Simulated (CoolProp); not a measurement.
Isobutene at 293.15 K and 3.55 MPa is throttled through a valve to 1.08 MPa with no heat exchange. Each further row changes one setting.

Model: reference Helmholtz-energy equation of state, Lemmon 2005, in CoolProp. It is a short technical equation, of lower accuracy than the large ones.

```json
[
 {"case": "as stated", "temperature change (K)": "…", "final density (kg/m³)": "…"},
 {"case": "outlet pressure 0.324 MPa", "temperature change (K)": "…", "final density (kg/m³)": "…"},
 {"case": "outlet pressure 1.4 MPa", "temperature change (K)": "…", "final density (kg/m³)": "596"}
]
```

### Question
Complete the blanks.

### Answer

- as stated, temperature change (K): +0.7
- as stated, final density (kg/m³): 595
- outlet pressure 0.324 MPa, temperature change (K): +0.9
- outlet pressure 0.324 MPa, final density (kg/m³): 594
- outlet pressure 1.4 MPa, temperature change (K): +0.6
